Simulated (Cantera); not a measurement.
An adiabatic, constant-pressure homogeneous reactor starts with 4.52 % CH₄, 20.1 % O₂, 75.4 % N₂, at 1450 K and 260000 Pa.

Computed with Cantera and GRI-Mech 3.0 (53 species, 325 reactions).

### Question
Predict: time of steepest temperature rise; temperature at 4.00 s; equilibrium temperature; x(O₂) at 4.00 s; x(CO) at 4.00 s.

### Answer
- time of steepest temperature rise: 0.685 ms
- temperature at 4.00 s: 2329 K
- equilibrium temperature: 2329 K
- x(O₂) at 4.00 s: 0.103 (gas-phase equilibrium 0.103)
- x(CO) at 4.00 s: 0.00119 (gas-phase equilibrium 0.00119)
